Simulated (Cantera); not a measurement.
A Cantera script and its output.

```python
import numpy as np
import cantera as ct

gas = ct.Solution("gri30.yaml")


def delay(T, t_max=10):
    gas.TPX = T, 290000, {'C3H8': 1, 'O2': 5.68, 'N2': 21.4}
    reactor = ct.IdealGasReactor(gas, clone=False)
    net = ct.ReactorNet([reactor])
    net.rtol, net.atol = 1e-8, 1e-16
    while net.time < t_max:
        t_old, T_old = net.time, reactor.T
        net.step()
        if reactor.T > T + 400:  # ignition: a rise of 400 K
            return t_old + (T + 400 - T_old) / (reactor.T - T_old) * (net.time - t_old)
    return np.nan


taus = []
for T in [1250, 1325, 1400, 1475, 1550, 1625, 1700, 1775, 1850]:
    taus.append(delay(T))
    print(f"T0 = {T:6g} K   tau = {taus[-1]:.4e} s")
```

Output:

```
T0 =   1250 K   tau = 1.3073e-03 s
T0 =   1325 K   tau = 3.5833e-04 s
T0 =   1400 K   tau = 1.1911e-04 s
T0 =   1475 K   tau = 4.7798e-05 s
T0 =   1550 K   tau = 2.2701e-05 s
T0 =   1625 K   tau = 1.2431e-05 s
T0 =   1700 K   tau = 7.6401e-06 s
T0 =   1775 K   tau = 5.1421e-06 s
T0 =   1850 K   tau = 3.7144e-06 s
```

Computed with Cantera and GRI-Mech 3.0 (53 species, 325 reactions). GRI-Mech 3.0 was tuned for natural gas; its chemistry of propane as a main component is partial and can be far from experiment.
